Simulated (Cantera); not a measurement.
A diamond (100) surface in a fixed gas of H2 with x(CH4) = 0.013, x(H) = 0.0011, at 1100 K, 0.0227 atm; coverages are run to steady state.

Detailed kinetics in Cantera: the Harris–Goodwin 1993 mechanism for the reconstructed diamond (100) surface.

θ: site fractions in the mechanism's names (c6HH fully hydrogenated, c6H* and c6*H radical sites, c6** diradical, c6HM methylated).

```csv
x(CH3),growth (µm/h),θ c6HH,θ c6H*,θ c6*H,θ c6**,θ c6HM
1e-06,0.00419,0.521,0.0275,0.435,0.0159,6.75e-5
2.6e-06,?,0.521,0.0275,0.435,0.0159,?
7e-06,0.0293,0.521,0.0274,0.435,0.0159,0.000472
1.8e-05,0.0751,0.520,0.0274,0.434,0.0158,0.00121
4.9e-05,0.203,0.519,0.0273,0.433,0.0157,0.00328
0.00013,0.531,0.515,0.0271,0.429,0.0153,0.00858
0.00034,1.34,0.504,0.0265,0.420,0.0144,0.0217
0.0009,?,0.480,0.0251,0.398,?,?
0.0024,7.00,0.431,0.0223,0.354,0.00880,0.117
```

Task: Fill in the missing entries.

Result: 
- 2.6e-06, growth (µm/h): 0.0109
- 2.6e-06, θ c6HM: 0.000175
- 0.0009, growth (µm/h): 3.22
- 0.0009, θ c6**: 0.0124
- 0.0009, θ c6HM: 0.0528
